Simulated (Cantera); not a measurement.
A closed system holds: 1 mol SiC, 0.014 mol O2, 1.7 mol N2, held at 1625 K.

These are equilibrium values from Cantera (NASA tables, ideal gas, pure condensed phases), not measurements of a reactor. Candidate condensed phases: C, Si, SiC, SiO2, Si2N2O, Si3N4; 34 gas species. Mutual solubility and eutectic melting of coexisting phases are not modelled. Kinetics and transport are ignored.

**Question.** Which condensed phases are stable at each of these points (P (Pa)): 0.100, 2.50, 63, 1600, 40000, 1000000?

**Answer.** 
| P (Pa) | condensed phases | Si condensed (%) |
|---|---|---|
| 0.100 | SiC(s) | 97.5 |
| 2.50 | SiC(s) | 98.5 |
| 63 | SiC(s) | 98.6 |
| 1600 | SiC(s) + Si2N2O(s) | 99.9 |
| 40000 | C(graphite) + Si2N2O(s) + Si3N4(s) | 100.0 |
| 1000000 | C(graphite) + Si2N2O(s) + Si3N4(s) | 100.0 |

From 1.00e-6 bar to 0.000630 bar the condensed part is SiC(s). At 0.0160 bar the condensed part is SiC(s) + Si2N2O(s). From 0.400 bar to 10.0 bar the condensed part is C(graphite) + Si2N2O(s) + Si3N4(s).
